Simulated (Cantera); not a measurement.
# Ammonia decomposition in nitride growth gas

An isothermal, constant-pressure homogeneous reactor starts with NH3 : H2 = 1 : 10 (molar parts), at 1950 K and 1.80 bar.

Cantera simulation using the gas-phase N/H chemistry of the illustrative SiF4/NH3 mechanism in the Surface Chemkin manual (1991); the numbers are that mechanism's predictions, not measurements. Walls and surfaces, which speed up NH3 decomposition in real reactors, are not modelled.

```tsv
t (s)	x NH3	x H2	x N	x N2	x N2H4	x NH
3.00e-5	0.0909	0.909	1.87e-10	4.32e-9	2.56e-10	2.81e-8
0.000214	0.0908	0.909	5.09e-8	7.27e-6	1.07e-8	1.18e-6
0.00152	0.0894	0.909	2.77e-7	0.000598	3.26e-8	3.64e-6
0.0109	0.0798	0.914	2.67e-7	0.00499	2.73e-8	3.41e-6
0.0775	0.0413	0.935	2.01e-7	0.0227	9.30e-9	2.26e-6
0.552	0.00636	0.954	5.18e-8	0.0387	3.08e-10	4.90e-7
3.94	0.000785	0.957	6.82e-9	0.0413	4.90e-12	6.31e-8
28.1	0.000108	0.957	9.37e-10	0.0416	<1e-12	8.66e-9
200	1.63e-5	0.958	1.41e-10	0.0416	<1e-12	1.31e-9
```
x: mole fraction; the columns are a selection and need not sum to one.

Equilibrium at this temperature and pressure: NH3 7.50e-6, H2 0.958, N 6.52e-11, N2 0.0416, N2H4 <1e-12, NH 6.03e-10 (gas phase only).
